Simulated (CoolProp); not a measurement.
A Linde-Hampson liquefier for carbon monoxide: isothermal reversible compression at 290 K from 1 atm to 15 MPa, throttling to 1 atm, return gas leaving the recuperator 10 K below the feed. Each further row changes one setting.

Model: reference Helmholtz-energy equation of state, Lemmon 2006, in CoolProp. It is a short technical equation, of lower accuracy than the large ones.

```csv
case,liquid yield per pass,compression work (kJ/kg of gas)
as stated,…,428
high pressure 30 MPa,…,…
warm-end temperature 320 K,…,…
warm-end gap 15 K,…,428
```

Problem. Fill in the missing entries.

Solution. 
- as stated, liquid yield per pass: 0.055
- high pressure 30 MPa, liquid yield per pass: 0.090
- high pressure 30 MPa, compression work (kJ/kg of gas): 490
- warm-end temperature 320 K, liquid yield per pass: 0.036
- warm-end temperature 320 K, compression work (kJ/kg of gas): 475
- warm-end gap 15 K, liquid yield per pass: 0.043
